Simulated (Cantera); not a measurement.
Premixed flame

A freely propagating, adiabatic, planar premixed flame of H2 : O2 : N2 = 1 : 0.562 : 1.8 (molar parts), unburnt at 600 K and 4950 Torr; multicomponent+Soret transport, grid criteria slope 0.08 and curve 0.16, no radiation.

Detailed kinetics in Cantera: the H2/O2 subset of GRI-Mech 3.0, which has no nitrogen chemistry. The hydrogen kinetics of GRI-Mech 3.0 are dated; newer H2 mechanisms differ, most at raised pressure. Burning velocities carry a grid error of a few per cent, more on coarse grids.

```csv
z (mm),T (K),u (m/s),x H2,x O2,x O,x H,x H2O,x H2O2
-0.115,600,6.41,0.297,0.167,<1e-8,<1e-8,<1e-8,<1e-8
-0.0767,600,6.40,0.297,0.167,<1e-8,<1e-8,1.20e-7,<1e-8
-0.0575,600,6.40,0.297,0.167,<1e-8,<1e-8,1.13e-6,<1e-8
-0.0384,601,6.38,0.293,0.168,7.13e-8,<1e-8,2.61e-5,1.26e-7
-0.0192,650,6.62,0.259,0.175,1.22e-5,3.95e-5,0.00315,2.46e-5
-0.00959,949,9.29,0.208,0.167,0.000427,0.00239,0.0356,0.000105
0,1436,13.8,0.133,0.126,0.00386,0.0145,0.123,2.91e-5
0.00959,1787,17.0,0.0699,0.0760,0.00845,0.0248,0.208,5.63e-6
0.0192,1983,18.8,0.0435,0.0512,0.0102,0.0247,0.249,3.60e-6
0.0384,2181,20.5,0.0313,0.0384,0.00905,0.0177,0.273,2.35e-6
0.0767,2358,21.9,0.0241,0.0330,0.00605,0.00993,0.291,1.68e-6
0.153,2493,23.0,0.0167,0.0293,0.00359,0.00485,0.307,1.33e-6
0.307,2574,23.6,0.0112,0.0271,0.00221,0.00242,0.318,1.21e-6
```
x: mole fraction of selected species; z is measured from the peak of heat release.

```yaml
laminar_burning_velocity: 641 cm/s
thermal_thickness: 0.0384 mm
peak x(O): 0.0103
peak x(H): 0.0257
peak x(H2O2): 0.000106
grid_points: 105
```
